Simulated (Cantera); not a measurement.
# Silicon carbide growth: CH3SiH3 + C3H8 + H2

Charge: 1 mol CH3SiH3, 0.02 mol C3H8, 400 mol H2, held at 30.0 mbar.

Method: chemical equilibrium by Gibbs-energy minimisation in Cantera with the NASA 1993 tables (ideal gas, pure condensed phases). Candidate condensed phases: C, C6H6, C7H8, C8H18, Si, SiC; 87 gas species. The feed counts by its element totals alone. Gases not in the tables: Si2H6 and higher silanes. The numbers say what is thermodynamically allowed, not how fast it happens.

| T (K) | x H2 | x H | x Si | x C2H2 (acetylene) | x SiH | x Si2C | x SiH2 | x SiC2 | n SiC(s) |
|---|---|---|---|---|---|---|---|---|---|
| 1873 | 0.996 | 0.00372 | 1.90e-5 | 8.19e-5 | 3.06e-6 | 2.93e-7 | 3.16e-6 | 1.10e-7 | 0.990 |
| 1898 | 0.995 | 0.00450 | 3.08e-5 | 8.98e-5 | 4.64e-6 | 5.35e-7 | 4.31e-6 | 1.85e-7 | 0.983 |
| 1923 | 0.994 | 0.00542 | 4.86e-5 | 0.000101 | 6.87e-6 | 9.49e-7 | 5.75e-6 | 3.11e-7 | 0.974 |
| 1948 | 0.993 | 0.00650 | 7.46e-5 | 0.000117 | 9.90e-6 | 1.63e-6 | 7.50e-6 | 5.25e-7 | 0.961 |
| 1973 | 0.992 | 0.00776 | 0.000111 | 0.000139 | 1.39e-5 | 2.72e-6 | 9.55e-6 | 8.88e-7 | 0.943 |
| 1998 | 0.990 | 0.00922 | 0.000163 | 0.000169 | 1.91e-5 | 4.42e-6 | 1.19e-5 | 1.50e-6 | 0.917 |
| 2023 | 0.989 | 0.0109 | 0.000232 | 0.000209 | 2.57e-5 | 7.01e-6 | 1.46e-5 | 2.53e-6 | 0.882 |
| 2048 | 0.986 | 0.0128 | 0.000326 | 0.000263 | 3.41e-5 | 1.09e-5 | 1.77e-5 | 4.26e-6 | 0.836 |
| 2073 | 0.984 | 0.0151 | 0.000450 | 0.000333 | 4.44e-5 | 1.66e-5 | 2.11e-5 | 7.14e-6 | 0.774 |
| 2098 | 0.981 | 0.0176 | 0.000612 | 0.000425 | 5.72e-5 | 2.49e-5 | 2.49e-5 | 1.19e-5 | 0.691 |
| 2123 | 0.978 | 0.0205 | 0.000824 | 0.000542 | 7.29e-5 | 3.67e-5 | 2.92e-5 | 1.96e-5 | 0.583 |
| 2148 | 0.974 | 0.0238 | 0.00110 | 0.000693 | 9.21e-5 | 5.36e-5 | 3.39e-5 | 3.20e-5 | 0.442 |
x: gas mole fraction; n: condensed amount in mol.

From 1873 K to 2148 K the condensed part is SiC(s). The main Si-bearing gas is Si throughout. The share of Si in condensed phases is highest at 1873 K (99.0 %) and lowest at 2148 K (44.2 %).
